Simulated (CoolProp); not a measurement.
R152A at several states: density (kg/m³) from the reference equation and from simpler models built on Tc = 113.3 °C, pc = 4.517 MPa, ω = 0.275; each cubic takes its own stable root.

Values from CoolProp's reference Helmholtz-energy equation of state, Outcalt 1996. It is a modified Benedict-Webb-Rubin equation, recast in Helmholtz form.

```csv
T (°C),p (MPa),phase,reference,Redlich-Kwong,Peng-Robinson
-88.55,0.178,liquid,1138,916.3,1052
187.75,0.0288,gas,0.4970,0.4970,0.4971
214.75,0.083,gas,1.355,1.356,1.356
-75.45,6.36,liquid,1120,905.8,1040
```
